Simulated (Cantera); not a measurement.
Feed: 1 mol CH3SiCl3, 0.044 mol C3H8, 11 mol H2, at 0.0133 bar.

Cantera equilibrium calculation (NASA polynomials, part measured and part estimated; ideal gas, pure solids and liquids). Candidate condensed phases: C, C6H6, C7H8, C8H18, Si, SiC; 109 gas species. The feed counts by its element totals alone. The tables' values for SiCl3, SiCl are old estimates; treat these amounts as uncertain. Rates play no part.

log p: log10 of the partial pressure in bar; n: condensed amount in mol.

```json
[
 {"T (°C)": "925", "log p H2": "-1.98", "log p HCl": "-2.56", "log p SiCl2": "-5.55", "log p H": "-7.71", "log p SiCl4": "[?]", "n C(graphite)": "0.153", "n SiC(s)": "0.977"},
 {"T (°C)": "975", "log p H2": "-1.98", "log p HCl": "-2.56", "log p SiCl2": "-5.39", "log p H": "-7.32", "log p SiCl4": "[?]", "n C(graphite)": "0.145", "n SiC(s)": "0.985"},
 {"T (°C)": "1025", "log p H2": "-1.98", "log p HCl": "-2.55", "log p SiCl2": "-5.24", "log p H": "-6.96", "log p SiCl4": "[?]", "n C(graphite)": "0.143", "n SiC(s)": "0.988"},
 {"T (°C)": "1075", "log p H2": "-1.98", "log p HCl": "-2.55", "log p SiCl2": "-5.11", "log p H": "-6.62", "log p SiCl4": "[?]", "n C(graphite)": "0.143", "n SiC(s)": "0.988"},
 {"T (°C)": "1125", "log p H2": "-1.98", "log p HCl": "-2.55", "log p SiCl2": "-4.98", "log p H": "-6.31", "log p SiCl4": "[?]", "n C(graphite)": "0.145", "n SiC(s)": "0.986"},
 {"T (°C)": "1175", "log p H2": "-1.98", "log p HCl": "-2.55", "log p SiCl2": "-4.87", "log p H": "-6.02", "log p SiCl4": "[?]", "n C(graphite)": "0.148", "n SiC(s)": "0.984"},
 {"T (°C)": "1225", "log p H2": "-1.98", "log p HCl": "-2.56", "log p SiCl2": "-4.77", "log p H": "-5.75", "log p SiCl4": "[?]", "n C(graphite)": "0.151", "n SiC(s)": "0.980"},
 {"T (°C)": "1275", "log p H2": "-1.98", "log p HCl": "-2.56", "log p SiCl2": "-4.67", "log p H": "-5.50", "log p SiCl4": "[?]", "n C(graphite)": "0.155", "n SiC(s)": "0.976"},
 {"T (°C)": "1325", "log p H2": "-1.98", "log p HCl": "-2.56", "log p SiCl2": "-4.58", "log p H": "-5.26", "log p SiCl4": "[?]", "n C(graphite)": "0.160", "n SiC(s)": "0.971"},
 {"T (°C)": "1375", "log p H2": "-1.98", "log p HCl": "-2.56", "log p SiCl2": "-4.50", "log p H": "-5.04", "log p SiCl4": "[?]", "n C(graphite)": "0.165", "n SiC(s)": "0.965"},
 {"T (°C)": "1425", "log p H2": "-1.98", "log p HCl": "-2.56", "log p SiCl2": "-4.43", "log p H": "-4.83", "log p SiCl4": "[?]", "n C(graphite)": "0.171", "n SiC(s)": "0.959"},
 {"T (°C)": "1475", "log p H2": "-1.98", "log p HCl": "-2.56", "log p SiCl2": "-4.35", "log p H": "-4.63", "log p SiCl4": "[?]", "n C(graphite)": "0.177", "n SiC(s)": "0.952"},
 {"T (°C)": "1525", "log p H2": "-1.98", "log p HCl": "-2.57", "log p SiCl2": "-4.29", "log p H": "-4.44", "log p SiCl4": "[?]", "n C(graphite)": "0.184", "n SiC(s)": "0.944"},
 {"T (°C)": "1575", "log p H2": "-1.98", "log p HCl": "-2.57", "log p SiCl2": "-4.23", "log p H": "-4.26", "log p SiCl4": "[?]", "n C(graphite)": "0.190", "n SiC(s)": "0.936"}
]
```

Complete the blanks.


- 925, log p SiCl4: -4.82
- 975, log p SiCl4: -5.16
- 1025, log p SiCl4: -5.49
- 1075, log p SiCl4: -5.79
- 1125, log p SiCl4: -6.08
- 1175, log p SiCl4: -6.34
- 1225, log p SiCl4: -6.59
- 1275, log p SiCl4: -6.83
- 1325, log p SiCl4: -7.05
- 1375, log p SiCl4: -7.26
- 1425, log p SiCl4: -7.46
- 1475, log p SiCl4: -7.64
- 1525, log p SiCl4: -7.82
- 1575, log p SiCl4: -8.00
